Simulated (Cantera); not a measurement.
Input: 1 mol PbO, 0.8 mol H2, a varied amount of N2, equilibrated at 13.3 mbar.

These are equilibrium values from Cantera (NASA tables, ideal gas, pure condensed phases), not measurements of a reactor. Candidate condensed phases: H2O, Pb, PbO, PbO2, Pb3O4; 27 gas species. Each liquid is taken as pure. Mutual solubility and eutectic melting of coexisting phases are not modelled. Rates play no part.

Stable condensed phases, one row left out:

```
T in K \ n(N2) in mol
         2.1 2.6 3.1 3.7 4.4 5.3 6.4 7.6 9.1
   1450    A   A   A   A   A   A   A   A   A
   1400    A   A   A   A   A   A   A   A   A
   1350    A   A   A   A   A   A   A   A   A
   1300    B   C   C   C   A   A   A   A   A
   1250    B   B   B   B   B   B   C   C   C
   1150    B   B   B   B   B   B   B   B   B
   1100    B   B   B   B   B   B   B   B   B
   1050    B   B   B   B   B   B   B   B   B
   1000    B   B   B   B   B   B   B   B   B
    950    B   B   B   B   B   B   B   B   B
    900    B   B   B   B   B   B   B   B   B
```

A: gas only; B: Pb + PbO; C: PbO.

### Question
Give the row for 1200 K.

### Answer
2.1: Pb + PbO; 2.6: Pb + PbO; 3.1: Pb + PbO; 3.7: Pb + PbO; 4.4: Pb + PbO; 5.3: Pb + PbO; 6.4: Pb + PbO; 7.6: Pb + PbO; 9.1: Pb + PbO.
